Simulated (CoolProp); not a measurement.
The numbers come from the reference Helmholtz-energy equation of state, Lemmon 2004 in CoolProp. It is a short technical equation, of lower accuracy than the large ones.

Problem. For n-dodecane, give the phase and the density (kg/m³), isothermal compressibility (1/MPa) at 246.95 °C and 101 kPa; 346.85 °C and 101 kPa.

Solution. 
- 246.95 °C and 101 kPa: gas; density 4.22, isothermal compressibility 10.5
- 346.85 °C and 101 kPa: gas; density 3.44, isothermal compressibility 10.2
